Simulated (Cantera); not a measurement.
Charge: 1 mol Ti(OiPr)4, a varied amount of H2O, at 1123.15 K and 2400 Pa.

Cantera equilibrium calculation (NASA polynomials, part measured and part estimated; ideal gas, pure solids and liquids). Candidate condensed phases: C, C6H6, C7H8, C8H18, H2O, Ti, TiC, TiO, TiO2, Ti2O3, Ti3O5, Ti4O7; 113 gas species. The feed counts by its element totals alone. Condensed phases not in the tables: Magnéli phases beyond Ti4O7. Equilibrium is a limit: real reactors are often held back by kinetics, nucleation or transport.

x: gas mole fraction; n: condensed amount in mol.

```csv
n(H2O) (mol),x H2,x CO,x H2O,x CO2,x CH4,x H,x C2H2 (acetylene),n C(graphite),n Ti4O7(s),n TiO2(rutile)
1.8,0.795,0.204,0.000256,6.00e-5,0.000445,2.46e-7,1.76e-8,?,0.250,0
2.9,0.766,0.233,0.000282,7.87e-5,0.000413,2.41e-7,1.69e-8,?,0.250,0
4.6,0.730,0.269,0.000310,0.000104,0.000375,2.36e-7,1.61e-8,?,0.250,0
7.2,0.697,0.302,0.000333,0.000132,0.000342,2.30e-7,1.54e-8,?,0,1.00
11,0.657,0.316,0.0188,0.00826,5.31e-6,2.24e-7,4.43e-12,0,0,1.00
18,0.592,0.226,0.135,0.0470,3.87e-7,2.12e-7,<1e-12,0,0,1.00
29,0.508,0.146,0.274,0.0720,7.81e-8,1.97e-7,<1e-12,0,0,1.00
```

Task: Fill in the missing entries.

Result: 
- 1.8, n C(graphite): 7.95
- 2.9, n C(graphite): 6.85
- 4.6, n C(graphite): 5.15
- 7.2, n C(graphite): 2.80
